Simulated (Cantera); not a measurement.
**Reactions in the system H-N-Ni-S**

Cantera with NASA thermochemical tables; ideal gases at 1 bar, condensed phases pure. Values are per mole of reaction as written; species without (g) are pure solids or liquids, kept so even where they would boil at 1 bar.

3 NiS2 + 2 NH3(g) ⇌ 3 H2S(g) + N2(g) + 3 NiS

```
T (K)  ΔH° (kJ)  ΔS° (J/K)  ΔG° (kJ)  log10 K
-----  --------  ---------  --------  -------
498       159.2      362.1     -21.1     2.21
548       158.8      361.4     -39.2     3.73
598       158.4      360.6     -57.2     5.00
648       158.0      360.0     -75.2     6.07
698       176.5      388.3     -94.6     7.08
748       175.7      387.2    -114.0     7.96
798       174.9      386.2    -133.3     8.73
848       174.2      385.4    -152.6     9.40
898       173.6      384.7    -171.8    10.00
```
